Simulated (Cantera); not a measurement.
Feed: 1 mol C2F6, 0.15 mol H2, held at 2452 °C.

Cantera equilibrium calculation (NASA polynomials, part measured and part estimated; ideal gas, pure solids and liquids). Candidate condensed phases: C, C6H6, C7H8, C8H18; 95 gas species. The feed counts by its element totals alone. The tables' values for C2F4 are old estimates; treat these amounts as uncertain. Gases not in the tables: C2F6 and larger saturated fluorocarbons. Kinetics and transport are ignored.

x: gas mole fraction; n: condensed amount in mol.

```json
[
 {"P (Pa)": "1", "x F": "0.790", "x CF2": "5.56e-5", "x CF4": "<1e-12", "x HF": "0.0148", "x C": "0.0946", "x C3": "0.0454", "x CF": "0.0162", "x CF3": "2.87e-10", "x H": "0.0262", "x C2": "0.0131", "n C(graphite)": "0"},
 {"P (Pa)": "10", "x F": "0.810", "x CF2": "0.00146", "x CF4": "3.34e-10", "x HF": "0.0380", "x C": "0.0236", "x C3": "0.0708", "x CF": "0.0414", "x CF3": "7.73e-8", "x H": "0.00654", "x C2": "0.00817", "n C(graphite)": "0"},
 {"P (Pa)": "100", "x F": "0.861", "x CF2": "0.0198", "x CF4": "5.13e-7", "x HF": "0.0493", "x C": "0.00284", "x C3": "0.0122", "x CF": "0.0528", "x CF3": "1.12e-5", "x H": "0.000798", "x C2": "0.00118", "n C(graphite)": "…"},
 {"P (Pa)": "1000", "x F": "0.746", "x CF2": "0.148", "x CF4": "0.000289", "x HF": "0.0573", "x C": "0.000284", "x C3": "0.00122", "x CF": "0.0458", "x CF3": "0.000725", "x H": "0.000107", "x C2": "0.000118", "n C(graphite)": "…"},
 {"P (Pa)": "10000", "x F": "0.410", "x CF2": "0.449", "x CF4": "0.0263", "x HF": "0.0776", "x C": "2.84e-5", "x C3": "0.000122", "x CF": "0.0252", "x CF3": "0.0120", "x H": "2.64e-5", "x C2": "1.18e-5", "n C(graphite)": "…"},
 {"P (Pa)": "100000", "x F": "0.129", "x CF2": "0.447", "x CF4": "0.262", "x HF": "0.115", "x C": "2.84e-6", "x C3": "1.22e-5", "x CF": "0.00794", "x CF3": "0.0379", "x H": "1.24e-5", "x C2": "1.18e-6", "n C(graphite)": "…"}
]
```

Fill in the missing entries.


- 100, n C(graphite): 1.31
- 1000, n C(graphite): 0.958
- 10000, n C(graphite): 0.0168
- 100000, n C(graphite): 0.0370
